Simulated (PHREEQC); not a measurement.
## Spent oxide etchant: speciation

Consider water at 25 °C with 0.077 mol HF, 0.0002 mol (NH4)2SiF6, 0.0021 mol HBF4 and 0.12 mol H2SO4 per kg of water. Closed to the air; pH follows from the charge balance.

The numbers come from PHREEQC with the ion-association model, wateq4f.dat.

Precipitation was switched off in this run.

**Question.** Predict the pH, activity of water.

**Answer.** pH 0.94; activity of water 0.994.

**Question.** In which forms is F present?

**Answer.** HF 67 %, H2F2 21 %, BF4- 9.6 %, SiF6-2 1.4 %, F- 0.6 % of the F.

wateq4f.dat counts part of the HF as a dimer, H2F2, which phreeqc.dat doesn't know; its constant is uncertain. SiF6-2 is the database's only silicon fluoride. Real BF4- forms and hydrolyses slowly; the run takes it at equilibrium.
